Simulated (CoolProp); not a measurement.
A simple Rankine cycle with toluene: condensing at 331.15 K, boiler at 2.86 MPa, turbine inlet 602.4 K, turbine efficiency 0.6, pump efficiency 0.8, no recuperator. Each further row changes one setting.

The numbers come from the reference Helmholtz-energy equation of state, Lemmon 2006 in CoolProp. It is a short technical equation, of lower accuracy than the large ones.

```
case                             thermal efficiency (%)  net work (kJ/kg)  heat in (kJ/kg)  turbine exit temperature (K)  volume ratio over the turbine
-------------------------------  ----------------------  ----------------  ---------------  ----------------------------  -----------------------------
as stated                                          16.3               131              803                         507.1                            198
condensing temperature 323.15 K                    17.0                 ?              817                             ?                              ?
boiler pressure 2 MPa                                 ?               128                ?                             ?                              ?
turbine efficiency 0.5                             13.5               108              803                         519.0                            202
```

Q: What belongs in the gaps?

A: 
- condensing temperature 323.15 K, net work (kJ/kg): 139
- condensing temperature 323.15 K, turbine exit temperature (K): 502.8
- condensing temperature 323.15 K, volume ratio over the turbine: 273
- boiler pressure 2 MPa, thermal efficiency (%): 15.5
- boiler pressure 2 MPa, heat in (kJ/kg): 825
- boiler pressure 2 MPa, turbine exit temperature (K): 520.4
- boiler pressure 2 MPa, volume ratio over the turbine: 124
